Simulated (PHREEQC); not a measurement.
Consider water at 5 °C and 100 atm with 0.0017 mol/kgw CaCl2, 0.0015 mol/kgw Na2HPO4 and 0.14 mol/kgw NaCl. Closed to the air; pH follows from the charge balance.

Equilibrium calculation in PHREEQC: ion-association model, phreeqc.dat.

Q: The ionic strength comes out as 0.149 mol/kgw. What activity coefficients do Ca+2, NaHPO4-, CaPO4-, Na+, H2PO4- get?

A: Ca+2 0.36, NaHPO4- 0.77, CaPO4- 0.77, Na+ 0.77, H2PO4- 0.77.

Precipitation was switched off in this run. Examples of supersaturated solids here: Hydroxyapatite. Others may be too. Under pressure, the constants of complexes without a molar volume in the database are unreliable. Away from 25 °C the constants follow the database's enthalpies or fits; those with neither stay at their 25 °C values.
